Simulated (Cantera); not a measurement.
Input (Python, Cantera) and output of one run.

```python
import numpy as np
import cantera as ct

gas_names = """
    Fe H H2 H2S S SH S2 S8
""".split()
cond_names = """
    Fe(a) Fe(c) Fe(d) Fe(L) FeS(a) FeS(b) FeS(c) FeS(L) FeS2(s) S(cr1) S(cr2) S(L)
""".split()


# ... load() reads the species with a 1 bar reference pressure and builds the phases ...
atoms = {
    'FeS2': {'Fe': 1, 'S': 2},
    'H2': {'H': 2},
}
top_T = {'FeS2(s)': 1010}  # K; cautious upper limits of use, not melting points


# ... equilibrate(T, P, feed) seeds the gas with the atoms and calls Mixture.equilibrate('TP', solver="vcs", rtol=1e-11, max_steps=5000) ...
results = []
feed = {'FeS2': 1, 'H2': 2100}  # mol
P = 1333.22  # Pa
for T in [1198, 1273, 1348, 1423, 1498, 1573, 1648, 1723, 1798]:
    mix = equilibrate(T, P, feed)
    results.append((T, P, feed, dict(zip(mix.species_names, mix.species_moles))))
    x = sorted(zip(gas.X, gas.species_names), reverse=True)
    print(f"T = {T:g} K  P = {P:g} Pa  gas = {mix.phase_moles(0):.4g} mol")
    print("   x: " + "  ".join(f"{s} {v:.3e}" for v, s in x if v > 0.0001))
    print("   condensed (mol): " + ("  ".join(f"{mix.phase(i).name} {mix.phase_moles(i):.4g}"
          for i in range(1, mix.n_phases) if mix.phase_moles(i) > 1e-12) or "none"))
```

Output:

```
T = 1198 K  P = 1333.22 Pa  gas = 2100 mol
   x: H2 9.990e-01  H2S 9.508e-04
   condensed (mol): Fe(c) 1
T = 1273 K  P = 1333.22 Pa  gas = 2100 mol
   x: H2 9.990e-01  H2S 9.481e-04
   condensed (mol): Fe(c) 0.9999
T = 1348 K  P = 1333.22 Pa  gas = 2100 mol
   x: H2 9.990e-01  H2S 9.422e-04
   condensed (mol): Fe(c) 0.9994
T = 1423 K  P = 1333.22 Pa  gas = 2100 mol
   x: H2 9.990e-01  H2S 9.301e-04
   condensed (mol): Fe(c) 0.9958
T = 1498 K  P = 1333.22 Pa  gas = 2100 mol
   x: H2 9.989e-01  H2S 9.079e-04  H 1.487e-04
   condensed (mol): Fe(c) 0.9774
T = 1573 K  P = 1333.22 Pa  gas = 2101 mol
   x: H2 9.987e-01  H2S 8.707e-04  H 3.519e-04
   condensed (mol): Fe(c) 0.8964
T = 1648 K  P = 1333.22 Pa  gas = 2101 mol
   x: H2 9.981e-01  H2S 8.144e-04  H 7.705e-04  Fe 1.957e-04  SH 1.032e-04
   condensed (mol): Fe(c) 0.5889
T = 1723 K  P = 1333.22 Pa  gas = 2103 mol
   x: H2 9.970e-01  H 1.577e-03  H2S 7.374e-04  Fe 4.755e-04  SH 1.577e-04
   condensed (mol): none
T = 1798 K  P = 1333.22 Pa  gas = 2105 mol
   x: H2 9.956e-01  H 3.042e-03  H2S 6.428e-04  Fe 4.752e-04  SH 2.223e-04
   condensed (mol): none
```

Equilibrium computed with Cantera from the NASA thermochemical tables; the gas is ideal and each condensed phase is pure.
